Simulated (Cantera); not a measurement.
An adiabatic, constant-pressure homogeneous reactor starts with CO : H2 : O2 : N2 = 1 : 0.77 : 0.681 : 2.56 (molar parts), at 1075 K and 0.850 bar. Integrator tolerance rtol = 1e-08.

Computed with Cantera and GRI-Mech 3.0 (53 species, 325 reactions).

Q: What does this change do: initial temperature 1075 to 1700 K?

A: 
```tsv
quantity	before	after
time of steepest temperature rise	0.148 ms	11.3 µs
temperature at 6.00 s	2677 K	2859 K
equilibrium temperature	2677 K	2859 K
x(CO) at 6.00 s	0.107 (gas-phase equilibrium 0.107)	0.130 (gas-phase equilibrium 0.130)
x(H2) at 6.00 s	0.0195 (gas-phase equilibrium 0.0195)	0.0252 (gas-phase equilibrium 0.0252)
x(O2) at 6.00 s	0.0111 (gas-phase equilibrium 0.0111)	0.0205 (gas-phase equilibrium 0.0205)
x(H2O2) at 6.00 s	1.39e-7 (gas-phase equilibrium 1.39e-7)	2.22e-7 (gas-phase equilibrium 2.22e-7)
x(NO2) at 6.00 s	9.56e-7 (gas-phase equilibrium 9.56e-7)	1.94e-6 (gas-phase equilibrium 1.94e-6)
x(HO2) at 6.00 s	2.77e-6 (gas-phase equilibrium 2.77e-6)	5.99e-6 (gas-phase equilibrium 5.99e-6)
```
